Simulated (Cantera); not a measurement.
Cantera run, input and output.

```python
import numpy as np
import cantera as ct

gas = ct.Solution("gri30.yaml")
gas.TPX = 2200, 73000, {'NO': 1, 'N2': 0.17}
reactor = ct.IdealGasConstPressureReactor(gas, energy="off", clone=False)
net = ct.ReactorNet([reactor])
net.rtol, net.atol = 1e-08, 1e-18
show = ['NO', 'N2', 'O', 'NO2', 'O2']
times = np.geomspace(1e-05, 100, 14)

steps = ct.SolutionArray(gas, extra=["t"])
rows = []
print(f"{'t/s':>10s}{'T/K':>9s}{'P/Pa':>11s}" + "".join(f"{s:>11s}" for s in show))
for t in times:
    while net.time < t:
        t_next = net.step()
        steps.append(gas.state, t=t_next)
    rows.append([np.interp(t, steps.t, y) for y in (steps.T, steps.P, *steps(*show).X.T)])
    print(f"{t:10.3e}{rows[-1][0]:9.1f}{rows[-1][1]:11.4g}" + "".join(f"{x:11.3e}" for x in rows[-1][2:]))
rate = np.gradient(steps.T, steps.t)
print("integrator steps:", len(steps.t))
if steps.T.max() > steps.T[0] + 200:
    print(f"time of steepest temperature rise: {steps.t[rate.argmax()]:.4e} s")
gas.TPX = 2200, 73000, {'NO': 1, 'N2': 0.17}
gas.equilibrate("TP")
print(f"equilibrium (TP): T = {gas.T:.1f} K  " + "  ".join(f"{s} {gas[s].X[0]:.3e}" for s in show))
```

Output:

```
       t/s      T/K       P/Pa         NO         N2          O        NO2         O2
 1.000e-05   2200.0    7.3e+04  8.547e-01  1.453e-01  2.122e-05  2.638e-06  2.507e-07
 3.455e-05   2200.0    7.3e+04  8.545e-01  1.453e-01  6.629e-05  2.092e-05  2.957e-06
 1.194e-04   2200.0    7.3e+04  8.540e-01  1.454e-01  2.168e-04  1.068e-04  4.513e-05
 4.125e-04   2200.0    7.3e+04  8.521e-01  1.462e-01  4.684e-04  2.514e-04  6.857e-04
 1.425e-03   2200.0    7.3e+04  8.453e-01  1.495e-01  5.274e-04  2.848e-04  4.001e-03
 4.924e-03   2200.0    7.3e+04  8.216e-01  1.613e-01  6.277e-04  3.402e-04  1.573e-02
 1.701e-02   2200.0    7.3e+04  7.397e-01  2.023e-01  8.894e-04  4.558e-04  5.642e-02
 5.878e-02   2200.0    7.3e+04  4.966e-01  3.238e-01  1.399e-03  5.030e-04  1.776e-01
 2.031e-01   2200.0    7.3e+04  1.365e-01  5.038e-01  1.915e-03  1.937e-04  3.576e-01
 7.017e-01   2200.0    7.3e+04  2.183e-02  5.611e-01  2.052e-03  3.334e-05  4.149e-01
 2.424e+00   2200.0    7.3e+04  1.515e-02  5.645e-01  2.059e-03  2.322e-05  4.183e-01
 8.377e+00   2200.0    7.3e+04  1.514e-02  5.645e-01  2.059e-03  2.321e-05  4.183e-01
 2.894e+01   2200.0    7.3e+04  1.514e-02  5.645e-01  2.059e-03  2.321e-05  4.183e-01
 1.000e+02   2200.0    7.3e+04  1.514e-02  5.645e-01  2.059e-03  2.321e-05  4.183e-01
integrator steps: 1076
equilibrium (TP): T = 2200.0 K  NO 1.514e-02  N2 5.645e-01  O 2.059e-03  NO2 2.321e-05  O2 4.183e-01
```

Cantera simulation using GRI-Mech 3.0 (53 species, 325 reactions); the numbers are that mechanism's predictions, not measurements.
